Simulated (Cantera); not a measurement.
Adiabatic ignition

An adiabatic, constant-pressure homogeneous reactor starts with 14.5 % CH4, 0.868 % C2H6, 17.8 % O2, 66.9 % N2, equivalence ratio 1.8, at 1600 K and 1.00 bar.

Model: GRI-Mech 3.0 (53 species, 325 reactions), integrated in Cantera.

```json
[
 {"t (s)": "4.00e-6", "T (K)": "1599", "x CH4": "0.145", "x C2H6": "0.00857", "x O2": "0.178", "x CO2": "9.10e-9", "x CO": "4.02e-8", "x C2H": "<1e-12", "x C2H4": "3.59e-6"},
 {"t (s)": "1.37e-5", "T (K)": "1597", "x CH4": "0.145", "x C2H6": "0.00830", "x O2": "0.178", "x CO2": "4.14e-7", "x CO": "2.33e-6", "x C2H": "<1e-12", "x C2H4": "5.92e-5"},
 {"t (s)": "4.70e-5", "T (K)": "1598", "x CH4": "0.143", "x C2H6": "0.00753", "x O2": "0.177", "x CO2": "1.37e-5", "x CO": "0.000161", "x C2H": "1.20e-11", "x C2H4": "0.000849"},
 {"t (s)": "0.000161", "T (K)": "1719", "x CH4": "0.110", "x C2H6": "0.00367", "x O2": "0.150", "x CO2": "0.000531", "x CO": "0.0131", "x C2H": "2.93e-8", "x C2H4": "0.00763"},
 {"t (s)": "0.000553", "T (K)": "2670", "x CH4": "2.99e-12", "x C2H6": "<1e-12", "x O2": "0.000192", "x CO2": "0.0208", "x CO": "0.119", "x C2H": "<1e-12", "x C2H4": "<1e-12"},
 {"t (s)": "0.00190", "T (K)": "2662", "x CH4": "2.55e-12", "x C2H6": "<1e-12", "x O2": "0.000209", "x CO2": "0.0208", "x CO": "0.119", "x C2H": "<1e-12", "x C2H4": "<1e-12"},
 {"t (s)": "0.00651", "T (K)": "2660", "x CH4": "2.58e-12", "x C2H6": "<1e-12", "x O2": "0.000206", "x CO2": "0.0208", "x CO": "0.119", "x C2H": "<1e-12", "x C2H4": "<1e-12"},
 {"t (s)": "0.0223", "T (K)": "2660", "x CH4": "2.59e-12", "x C2H6": "<1e-12", "x O2": "0.000206", "x CO2": "0.0208", "x CO": "0.119", "x C2H": "<1e-12", "x C2H4": "<1e-12"},
 {"t (s)": "0.0765", "T (K)": "2660", "x CH4": "2.59e-12", "x C2H6": "<1e-12", "x O2": "0.000206", "x CO2": "0.0208", "x CO": "0.119", "x C2H": "<1e-12", "x C2H4": "<1e-12"},
 {"t (s)": "0.262", "T (K)": "2660", "x CH4": "2.59e-12", "x C2H6": "<1e-12", "x O2": "0.000206", "x CO2": "0.0208", "x CO": "0.119", "x C2H": "<1e-12", "x C2H4": "<1e-12"},
 {"t (s)": "0.900", "T (K)": "2660", "x CH4": "2.59e-12", "x C2H6": "<1e-12", "x O2": "0.000206", "x CO2": "0.0208", "x CO": "0.119", "x C2H": "<1e-12", "x C2H4": "<1e-12"}
]
```
x: mole fraction; the columns are a selection and need not sum to one.

```yaml
time_of_steepest_temperature_rise: 0.204 ms
temperature at 0.900 s: 2660 K
equilibrium_temperature: 2660 K
x(CH4) at 0.900 s: 2.59e-12 (gas-phase equilibrium 2.94e-12)
x(C2H6) at 0.900 s: <1e-12 (gas-phase equilibrium <1e-12)
x(O2) at 0.900 s: 0.000206 (gas-phase equilibrium 0.000206)
```
